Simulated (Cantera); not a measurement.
Input: 1 mol Si, a varied amount of F2, 0.27 mol H2, held at 923.15 K and 1330 Pa.

These are equilibrium values from Cantera (NASA tables, ideal gas, pure condensed phases), not measurements of a reactor. Candidate condensed phases: Si; 25 gas species. The tables' values for SiF3 are old estimates; treat these amounts as uncertain. Rates play no part.

x: gas mole fraction; n: condensed amount in mol.

```
n(F2) (mol)  x SiF4    x F2    x H2      x HF     x F   x SiHF3    x SiF3  n Si(s)
-----------  ------  ------  ------  --------  ------  --------  --------  -------
1             0.641  <1e-12   0.345   9.02e-6  <1e-12    0.0135  0.000383    0.497
1.2           0.682  <1e-12     ___   8.61e-6  <1e-12    0.0133  0.000401      ___
1.4           0.714  <1e-12   0.273   8.24e-6  <1e-12    0.0130  0.000416    0.297
1.7           0.751  <1e-12     ___   7.76e-6  <1e-12    0.0126  0.000432      ___
2             0.787  <1e-12   0.212  0.000309  <1e-12  0.000298   1.08e-5        0
2.4           0.577  0.0384  <1e-12     0.312  0.0731    <1e-12    <1e-12        0
2.8           0.447   0.162  <1e-12     0.241   0.150    <1e-12    <1e-12        0
3.3           0.352   0.266  <1e-12     0.190   0.192    <1e-12    <1e-12        0
3.9           0.281   0.348  <1e-12     0.152   0.220    <1e-12    <1e-12        0
4.7           0.222   0.418  <1e-12     0.120   0.241    <1e-12    <1e-12        0
5.5           0.183   0.464  <1e-12    0.0988   0.254    <1e-12    <1e-12        0
```

Q: Fill in the missing entries.

A: 
- 1.2, x H2: 0.305
- 1.2, n Si(s): 0.397
- 1.7, x H2: 0.235
- 1.7, n Si(s): 0.146
